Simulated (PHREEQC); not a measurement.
1.3 g of hydrous ferric oxide (600 m²/g; 0.2 weak and 0.005 strong sites per Fe, Dzombak-Morel constants, diffuse double layer) in 1 kg of water with 0.3 mol/kgw of an inert sodium salt and 0.00012 mol/kgw CuSO4 and 0.00013 mol/kgw CaCl2, at 25 °C; the pH is set by adding NaOH or the inert anion's acid. Oxygen alone is held at its pressure in air (log pO2 = -0.68). The system is closed to CO2. Precipitation was switched off in this run.

The numbers come from PHREEQC with the ion-association model, wateq4f.dat.

| pH | S sorbed (%) | Cu sorbed (%) | Ca sorbed (%) | surface charge σ (C/m²) | surface potential ψ (mV) |
|---|---|---|---|---|---|
| 4 | 94.6 | 8.0 | 0.0 | 0.323 | 119 |
| 4.5 | 93.0 | 35.9 | 0.0 | 0.296 | 115 |
| 5 | … | 75.0 | 0.0 | … | 107 |
| 5.5 | 78.2 | 95.2 | 0.0 | 0.200 | 95 |
| 6 | 57.2 | 99.3 | 0.0 | 0.150 | 81 |
| 6.5 | 29.8 | 99.9 | 0.2 | 0.106 | … |
| 7 | 10.2 | 100.0 | 0.8 | 0.070 | … |
| 7.5 | 2.5 | 100.0 | … | 0.038 | 29 |
| 8 | 0.5 | 100.0 | 14.7 | 0.011 | 9 |
| 8.5 | 0.1 | 100.0 | 43.2 | -0.014 | -11 |
| 9 | 0.0 | 99.9 | … | … | -30 |
| 9.5 | 0.0 | 99.9 | 95.4 | -0.072 | -50 |
| 10 | 0.0 | 99.8 | 99.1 | -0.113 | -68 |

**Question.** Complete the blanks.

**Answer.** 
- 5, S sorbed (%): 88.7
- 5, surface charge σ (C/m²): 0.253
- 6.5, surface potential ψ (mV): 66
- 7, surface potential ψ (mV): 48
- 7.5, Ca sorbed (%): 3.6
- 9, Ca sorbed (%): 78.9
- 9, surface charge σ (C/m²): -0.040

The database's constant for dissolved Cu(OH)2 is higher than later reviews accept.
